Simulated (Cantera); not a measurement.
## Si3N4 + Si + H2 (sublimation and decomposition of ceramics)

Feed: 1 mol Si3N4, 0.031 mol Si, 0.45 mol H2.

Cantera equilibrium calculation (NASA polynomials, part measured and part estimated; ideal gas, pure solids and liquids). Candidate condensed phases: Si, Si3N4; 18 gas species. Mutual solubility and eutectic melting of coexisting phases are not modelled. Kinetics and transport are ignored.

Stable condensed phases:

```
T in K \ P in Pa
               1     4.6      22     100     460    2200   10000   46000  220000 1000000
   3048        A       A       A       A       A       A       A       B       B       B
   2948        A       A       A       A       A       A       A       B       B       B
   2848        A       A       A       A       A       A       B       B       B       B
   2748        A       A       A       A       A       A       B       B       B       B
   2648        A       A       A       A       A       A       B       B       B       B
   2548        A       A       A       A       A       B       B       B       B       B
   2448        A       A       A       A       A       B       B       B       B       B
   2348        A       A       A       A       B       B       B       B       B       C
   2248        A       A       A       A       B       B       B       B       B       C
   2148        A       A       A       B       B       B       B       B       C       C
   2048        A       A       B       B       B       B       B       C       C       C
   1948        A       B       B       B       B       B       C       C       C       C
   1848        A       B       B       B       B       B       C       C       C       C
   1748        B       B       B       B       C       C       C       C       C       C
```

A: gas only; B: Si; C: Si + Si3N4.
